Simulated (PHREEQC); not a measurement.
Solution (25 °C): 0.0064 mol/kgw Pb(NO3)2 and 0.048 mol/kgw Cu(NO3)2. Closed to the air; pH follows from the charge balance.

Model: ion-association model, wateq4f.dat, run in PHREEQC.

Problem. The ionic strength comes out as 0.159 mol/kgw. What activity coefficients do H+, Cu+2, NO3-, PbNO3+, Pb+2 get?

Solution. H+ 0.81, Cu+2 0.35, NO3- 0.71, PbNO3+ 0.76, Pb+2 0.33.

No solid was allowed to form.
